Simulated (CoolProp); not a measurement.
Vapour-liquid equilibrium of R227EA (1) + n-butane (2) at 73.25 °C; x and y are mole fractions of (1).

The numbers come from the multi-fluid Helmholtz-energy mixture model, Lemmon 2016 and Bücker 2006; pair parameters Bell 2016 in CoolProp.

```
x     bubble pressure (MPa)  y at the bubble point  dew pressure at overall composition x (MPa)  liquid density (mol/L)
----  ---------------------  ---------------------  -------------------------------------------  ----------------------
0.05                  1.048                  0.174                                       0.9167                   8.603
0.2                   1.384                  0.405                                        1.080                   8.079
0.35                  1.556                  0.510                                        1.293                   7.596
0.5                   1.657                  0.590                                        1.541                   7.186
0.65                  1.713                  0.677                                        1.702                   6.883
0.8                   1.717                  0.787                                        1.714                   6.708
0.95                  1.646                  0.936                                        1.637                   6.650
```

y crosses x between x = 0.65 and 0.8: the model has an azeotrope there.

Pair parameters are fitted to limited data, so mixtures are less certain than the pure fluids.
